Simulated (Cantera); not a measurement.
Cantera run:

```python
import numpy as np
import cantera as ct

gas_names = """
    C CO CO2 C2 C2O C3 C3O2 C4 C5 Fe FeC5O5 FeO O O2 O3
""".split()
cond_names = """
    C(gr) Fe(a) Fe(c) Fe(d) Fe(L) FeC5O5(L) FeO(s) FeO(L) Fe2O3(s) Fe3O4(s)
""".split()


def load(file, names, dense=False):
    # The tables refer to 1 bar. Condensed volumes are neglected.
    table = {s.name: s for s in ct.Species.list_from_file(file)}
    out = []
    for n in names:
        d = dict(table[n].input_data)
        d["thermo"] = dict(d["thermo"], **{"reference-pressure": 1e5})
        if dense:
            d["equation-of-state"] = {"model": "constant-volume", "density": "1e6 g/cm^3"}
        out.append(ct.Species.from_dict(d))
    return out


gas = ct.Solution(thermo="ideal-gas", species=load("nasa_gas.yaml", gas_names))
cond = {s.name: ct.Solution(thermo="fixed-stoichiometry", species=[s], name=s.name)
        for s in load("nasa_condensed.yaml", cond_names, dense=True)}
atoms = {
    'Fe2O3': {'Fe': 2, 'O': 3},
    'C': {'C': 1},
    'CO': {'C': 1, 'O': 1},
}
top_T = {'C(gr)': 4500, 'Fe2O3(s)': 1830, 'Fe3O4(s)': 1870}  # K; cautious upper limits of use, not melting points


def equilibrate(T, P, feed):
    n = {}
    for name, mol in feed.items():
        for a, k in atoms[name].items():
            n[a] = n.get(a, 0.0) + k * mol
    gas.TPX = T, P, n
    mass = sum(n.values()) * gas.mean_molecular_weight
    gas.equilibrate("TP")
    valid = [c for c in cond.values() if c.min_temp <= T <= top_T.get(c.name, c.max_temp)]
    mix = ct.Mixture([(gas, mass / gas.mean_molecular_weight)] + [(c, 0.0) for c in valid])
    mix.T, mix.P = T, P
    mix.equilibrate("TP", solver="vcs", rtol=1e-11, max_steps=5000)
    return mix


results = []
T = 1050  # K
P = 10000  # Pa
for m in [0.34, 0.96, 1.6, 2.2, 2.8, 3.4, 4, 4.6, 5.3, 5.9]:
    feed = {'Fe2O3': 1, 'C': m, 'CO': 0.027}  # mol
    mix = equilibrate(T, P, feed)
    results.append((T, P, feed, dict(zip(mix.species_names, mix.species_moles))))

top = {s: max(r[3][s] / sum(r[3][g] for g in gas_names) for r in results) for s in gas_names}
cols = sorted((s for s in top if top[s] > 0.001), key=lambda s: -top[s])[:9]
seen = [c for c in cond_names if any(r[3].get(c, 0) > 1e-12 for r in results)]
print("log10 of partial pressures in bar; condensed amounts in mol")
print(f"{'n(C)':>10s}" + "".join(f"{s[:9]:>10s}" for s in cols + seen))
for T, P, feed, n in results:
    ng = sum(n[g] for g in gas_names)
    print(f"{feed['C']:10.4g}" + "".join(f"{np.log10(max(n[s] / ng * P / 1e5, 1e-99)):10.3f}" for s in cols)
          + "".join(f"{n.get(c, 0):10.4g}" for c in seen))
```

It prints:

```
log10 of partial pressures in bar; condensed amounts in mol
      n(C)        CO       CO2     C(gr)     Fe(a)    FeO(s)  Fe3O4(s)
      0.34    -2.276    -1.024         0         0     1.063    0.3125
      0.96    -1.092    -1.718         0    0.1491     1.851         0
       1.6    -1.092    -1.718         0    0.9118     1.088         0
       2.2    -1.092    -1.718         0     1.627    0.3733         0
       2.8    -1.032    -2.150         0         2         0         0
       3.4    -1.009    -2.688    0.4608         2         0         0
         4    -1.009    -2.688     1.061         2         0         0
       4.6    -1.009    -2.688     1.661         2         0         0
       5.3    -1.009    -2.688     2.361         2         0         0
       5.9    -1.009    -2.688     2.961         2         0         0
```

These are equilibrium values from Cantera (NASA tables, ideal gas, pure condensed phases), not measurements of a reactor. Mutual solubility and eutectic melting of coexisting phases are not modelled. The tables' stoichiometric FeO is somewhat more stable than real wüstite, so its field is too wide. FeO: taken at fixed stoichiometry. Condensed phases not in the tables: cementite and carbon dissolved in iron.
